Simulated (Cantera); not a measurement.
A perfectly stirred reactor is fed with 0.803 % CH4, 2.42 % O2, 96.8 % N2, at 540000 Pa; it is held at 1450 K, and followed from long to short residence time.

Model: GRI-Mech 3.0 (53 species, 325 reactions), integrated in Cantera.

x: mole fraction; the columns are a selection and need not sum to one.

| τ (s) | x CH4 | x O2 | x O | x C2H4 | x N2O | x C2H6 |
|---|---|---|---|---|---|---|
| 1.3 | 1.69e-6 | 0.00814 | [?] | 2.20e-9 | 5.01e-7 | 5.30e-10 |
| 0.59 | 2.92e-6 | 0.00814 | [?] | 5.01e-9 | 7.41e-7 | 1.24e-9 |
| 0.27 | 5.01e-6 | 0.00816 | [?] | 1.09e-8 | 1.04e-6 | 2.76e-9 |
| 0.12 | 8.77e-6 | 0.00819 | [?] | 2.31e-8 | 1.36e-6 | 6.09e-9 |
| 0.056 | 1.48e-5 | 0.00823 | [?] | 4.47e-8 | 1.57e-6 | 1.24e-8 |
| 0.026 | 2.52e-5 | 0.00832 | [?] | 8.29e-8 | 1.61e-6 | 2.44e-8 |
| 0.012 | 4.29e-5 | 0.00847 | [?] | 1.50e-7 | 1.49e-6 | 4.75e-8 |
| 0.0054 | 7.51e-5 | 0.00874 | [?] | 2.76e-7 | 1.26e-6 | 9.63e-8 |

Q: Some entries are withheld; supply them.

A: 
- 1.3, x O: 1.29e-6
- 0.59, x O: 2.06e-6
- 0.27, x O: 3.29e-6
- 0.12, x O: 5.38e-6
- 0.056, x O: 8.53e-6
- 0.026, x O: 1.35e-5
- 0.012, x O: 2.11e-5
- 0.0054, x O: 3.20e-5
